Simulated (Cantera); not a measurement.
Feed: 1 mol Fe2O3, 9.1 mol Cl2, 1.4 mol O2, equilibrated at 10.0 Torr.

Equilibrium computed with Cantera from the NASA thermochemical tables; the gas is ideal and each condensed phase is pure. Candidate condensed phases: Fe, FeCl2, FeCl3, FeO, Fe2O3, Fe3O4; 13 gas species. Rates play no part. All values below are at 1025 K.

Base state: Cl2 0.785, O2 0.165, FeCl3 0.0430, Cl 0.00429, FeCl2 0.00207, Fe2Cl6 3.24e-5, ClO 1.17e-5 (mole fractions); condensed: Fe2O3(s).

### Question
What changes in the equilibrium state with this change: Fe2O3 replaced by MgO?

### Answer
```tsv
species	before	after
Cl2	0.785	0.860
O2	0.165	0.134
Cl	0.00429	0.00449
FeCl3	0.0430	0
MgCl2	0	0.00204
FeCl2	0.00207	0
Fe2Cl6	3.24e-5	0
ClO	1.17e-5	1.10e-5
Fe2O3(s), mol	0.760	0
MgO(s), mol	0	0.979
```
Further candidate phases: Mg, MgCl2, MgO.
